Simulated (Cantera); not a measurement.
**Ammonia decomposition in nitride growth gas**

A perfectly stirred reactor is fed with 58.8 % NH3, 41.2 % N2, at 0.0168 atm; it is held at 2348 K, and followed from long to short residence time.

Cantera simulation using the gas-phase N/H chemistry of the illustrative SiF4/NH3 mechanism in the Surface Chemkin manual (1991); the numbers are that mechanism's predictions, not measurements. Walls and surfaces, which speed up NH3 decomposition in real reactors, are not modelled.

| τ (s) | x NH3 | x NH2 | x N2H4 | x NH | x N2 |
|---|---|---|---|---|---|
| 24 | 2.90e-5 | 8.63e-6 | <1e-12 | 1.67e-5 | 0.434 |
| 6.8 | 0.00129 | 7.92e-5 | 4.52e-12 | 3.12e-5 | 0.442 |
| 1.9 | 0.0138 | 0.000313 | 7.07e-11 | 4.45e-5 | 0.443 |
| 0.53 | 0.0522 | 0.000761 | 4.18e-10 | 6.75e-5 | 0.441 |
| 0.15 | 0.148 | 0.00159 | 1.82e-9 | 9.61e-5 | 0.435 |
| 0.042 | 0.319 | 0.00281 | 5.70e-9 | 0.000116 | 0.426 |
| 0.012 | 0.476 | 0.00402 | 1.17e-8 | 0.000108 | 0.417 |
| 0.0033 | 0.555 | 0.00464 | 1.56e-8 | 7.49e-5 | 0.412 |
| 0.00091 | 0.580 | 0.00346 | 8.65e-9 | 3.67e-5 | 0.411 |
x: mole fraction; the columns are a selection and need not sum to one.
